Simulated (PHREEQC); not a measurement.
Acid mine or pickling water: an equilibrium model

Synthetic water in mmol/kgw, 25 °C, pH 2.08: Na 131; K 7.24; Ca 2.52; Mg 1.01; Cl 56.3; S(6) 95.4.

Valence states are taken as typed.

Model: Pitzer model, pitzer.dat, run in PHREEQC.

```
Property                      Value
--------------------  -------------
ionic strength        0.275 mol/kgw
specific conductance    20300 µS/cm
density                 1.009 g/cm³
osmotic coefficient           0.813
total alkalinity       -30.4 meq/kg
charge-balance error        -18.4 %
```

```json
[
 {"species": "Na+", "molality": "0.131", "activity": "0.0899", "log γ": "-0.164"},
 {"species": "SO4-2", "molality": "0.0777", "activity": "0.0156", "log γ": "-0.696"},
 {"species": "Cl-", "molality": "0.0563", "activity": "0.0390", "log γ": "-0.159"},
 {"species": "HSO4-", "molality": "0.0177", "activity": "0.0124", "log γ": "-0.155"},
 {"species": "H+", "molality": "0.0127", "activity": "0.00832", "log γ": "-0.183"},
 {"species": "K+", "molality": "0.00724", "activity": "0.00481", "log γ": "-0.178"},
 {"species": "Ca+2", "molality": "0.00252", "activity": "0.000388", "log γ": "-0.812"},
 {"species": "Mg+2", "molality": "0.00101", "activity": "0.000195", "log γ": "-0.714"}
]
```

Precipitation was switched off in this run. Complexes and solids missing from the database can't appear.
